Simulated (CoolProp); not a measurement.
Aqueous ammonia as a coolant, at 16 °C, 1 atm.

Model: Melinder's fits for secondary coolants, in CoolProp.

| mass % | freezing point (°C) | conductivity (W/(m K)) | viscosity (mPa s) | Prandtl number | cp (kJ/(kg K)) |
|---|---|---|---|---|---|
| 2.9 | -3.4 | ___ | 1.19 | 8.73 | 4.187 |
| 6.3 | ___ | 0.546 | 1.22 | ___ | 4.192 |
| 9.6 | -12.9 | 0.526 | 1.26 | 10.0 | 4.197 |
| 13 | -19.1 | 0.506 | ___ | 10.9 | 4.202 |
| 16.4 | -26.5 | 0.488 | 1.37 | 11.8 | 4.207 |
| 19.8 | -35.8 | 0.473 | 1.42 | 12.6 | 4.214 |
| 23.2 | ___ | 0.460 | 1.42 | 13.0 | 4.222 |
| 26.6 | -63.4 | 0.450 | 1.40 | 13.2 | 4.232 |

Problem. What belongs in the gaps?

Solution. 
- 2.9, conductivity (W/(m K)): 0.569
- 6.3, freezing point (°C): -7.9
- 6.3, Prandtl number: 9.40
- 13, viscosity (mPa s): 1.31
- 23.2, freezing point (°C): -47.8
